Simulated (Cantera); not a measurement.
An adiabatic, constant-pressure homogeneous reactor starts with CH4 : H2 : O2 : N2 : CO2 = 1 : 1.1 : 4.32 : 16.3 : 0.81 (molar parts), at 1148 K and 5.00 bar.

Model: GRI-Mech 3.0 (53 species, 325 reactions), integrated in Cantera.

### Question
Predict: time of steepest temperature rise; temperature at 0.200 s; equilibrium temperature; x(H2) at 0.200 s; x(O2) at 0.200 s; x(NO) at 0.200 s; x(H2O) at 0.200 s; x(N2O) at 0.200 s.

### Answer
```json
{
 "time_of_steepest_temperature_rise": "0.523 ms",
 "temperature at 0.200 s": "2290 K",
 "equilibrium_temperature": "2290 K",
 "x(H2) at 0.200 s": "0.000432 (gas-phase equilibrium 0.000432)",
 "x(O2) at 0.200 s": "0.0722 (gas-phase equilibrium 0.0722)",
 "x(NO) at 0.200 s": "0.00851 (gas-phase equilibrium 0.00854)",
 "x(H2O) at 0.200 s": "0.132 (gas-phase equilibrium 0.132)",
 "x(N2O) at 0.200 s": "1.00e-6 (gas-phase equilibrium 1.00e-6)"
}
```
